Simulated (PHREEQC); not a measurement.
0.052 g of hydrous ferric oxide (600 m²/g; 0.2 weak and 0.005 strong sites per Fe, Dzombak-Morel constants, diffuse double layer) in 1 kg of water with 0.05 mol/kgw of an inert sodium salt and 4.7e-05 mol H3BO3, 5.9e-07 mol CaCl2 and 2.1e-05 mol Na2SeO3, at 25 °C; the pH is set by adding NaOH or the inert anion's acid. The system is closed to oxygen. No CO2 enters from the air. Precipitation was switched off in this run.

All values are PHREEQC results (ion-association model, wateq4f.dat), not measurements.

Problem. Predict Se sorbed (%), surface charge σ (C/m²), surface potential ψ (mV) at pH = 3, 3.67, 6.33, 9.

Solution. 
| pH | Se sorbed (%) | surface charge σ (C/m²) | surface potential ψ (mV) |
|---|---|---|---|
| 3 | 85.4 | 0.253 | 152 |
| 3.67 | 95.7 | 0.224 | 146 |
| 6.33 | 93.3 | 0.041 | 63 |
| 9 | 12.8 | -0.028 | -48 |

The database's selenite sorption wasn't checked against measurements; a fall in acid may be a fault of its surface constants. The oxide is taken as insoluble; below pH 4 it would dissolve.
